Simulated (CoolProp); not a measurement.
Propylene along the isobar 4.83 MPa: fugacity coefficient from the reference equation and from simpler models built on Tc = 91.1 °C, pc = 4.555 MPa, ω = 0.146; each cubic takes its own stable root.

Values from CoolProp's reference Helmholtz-energy equation of state, Lemmon 2013.

```csv
T (°C),phase,reference
52.35,liquid,0.3769
57.05,liquid,0.4062
61.75,liquid,0.4363
66.45,liquid,0.4671
71.25,liquid,0.4990
75.95,liquid,0.5306
80.65,liquid,0.5623
85.35,liquid,0.5938
90.05,liquid,0.6247
94.85,supercritical,0.6531
99.55,supercritical,0.6714
104.25,supercritical,0.6867
108.95,supercritical,0.7005
113.65,supercritical,0.7132
118.45,supercritical,0.7252
123.15,supercritical,0.7362
```

Task: How far does each simpler model (van der Waals, Redlich-Kwong, Soave-Redlich-Kwong) lie from the reference over these 16 states: mean and median of the absolute difference, and the worst?

Result: 
- van der Waals: mean 11.0 %, median 7.3 %, worst +31.1 % at 52.35 °C and 4.83 MPa
- Redlich-Kwong: mean 2.7 %, median 1.6 %, worst +8.2 % at 52.35 °C and 4.83 MPa
- Soave-Redlich-Kwong: mean 1.4 %, median 1.3 %, worst +2.7 % at 52.35 °C and 4.83 MPa
